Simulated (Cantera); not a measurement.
An adiabatic, constant-volume homogeneous reactor starts with CH4 : O2 : N2 : CO2 = 1 : 1.54 : 5.78 : 0.25 (molar parts), at 1650 K and 9.00 bar. Integrator tolerance rtol = 1e-08.

Computed with Cantera and GRI-Mech 3.0 (53 species, 325 reactions). Above 3000 K some thermodynamic fits are extrapolated.

Question: What does this change do: initial temperature 1650 to 1350 K?

Answer: 
| quantity | before | after |
|---|---|---|
| time of steepest temperature rise | 57.6 µs | 1.05 ms |
| temperature at 3.00 s | 3126 K | 3004 K |
| equilibrium temperature | 3126 K | 3004 K |
| x(CH4) at 3.00 s | 3.69e-12 (gas-phase equilibrium 4.42e-12) | 4.60e-12 (gas-phase equilibrium 5.42e-12) |
| x(O2) at 3.00 s | 0.00490 (gas-phase equilibrium 0.00490) | 0.00262 (gas-phase equilibrium 0.00262) |
| x(CO2) at 3.00 s | 0.0495 (gas-phase equilibrium 0.0495) | 0.0562 (gas-phase equilibrium 0.0562) |
| x(HCO) at 3.00 s | 1.10e-6 (gas-phase equilibrium 1.10e-6) | 8.36e-7 (gas-phase equilibrium 8.36e-7) |
| x(NO) at 3.00 s | 0.00752 (gas-phase equilibrium 0.00752) | 0.00480 (gas-phase equilibrium 0.00480) |
| x(HCN) at 3.00 s | 1.11e-7 (gas-phase equilibrium 1.11e-7) | 9.94e-8 (gas-phase equilibrium 9.94e-8) |
| x(O) at 3.00 s | 0.00281 (gas-phase equilibrium 0.00281) | 0.00128 (gas-phase equilibrium 0.00128) |

Question: What does this change do: initial temperature 1650 to 1625 K?

Answer: 
```
quantity                                                              before                                      after
---------------------------------  -----------------------------------------  -----------------------------------------
time of steepest temperature rise                                    57.6 µs                                    71.3 µs
temperature at 3.00 s                                                 3126 K                                     3116 K
equilibrium temperature                                               3126 K                                     3116 K
x(CH4) at 3.00 s                   3.69e-12 (gas-phase equilibrium 4.42e-12)  3.73e-12 (gas-phase equilibrium 4.46e-12)
x(O2) at 3.00 s                      0.00490 (gas-phase equilibrium 0.00490)    0.00470 (gas-phase equilibrium 0.00470)
x(CO2) at 3.00 s                       0.0495 (gas-phase equilibrium 0.0495)      0.0501 (gas-phase equilibrium 0.0501)
x(HCO) at 3.00 s                     1.10e-6 (gas-phase equilibrium 1.10e-6)    1.08e-6 (gas-phase equilibrium 1.08e-6)
x(NO) at 3.00 s                      0.00752 (gas-phase equilibrium 0.00752)    0.00729 (gas-phase equilibrium 0.00729)
x(HCN) at 3.00 s                     1.11e-7 (gas-phase equilibrium 1.11e-7)    1.10e-7 (gas-phase equilibrium 1.10e-7)
x(O) at 3.00 s                       0.00281 (gas-phase equilibrium 0.00281)    0.00266 (gas-phase equilibrium 0.00266)
```
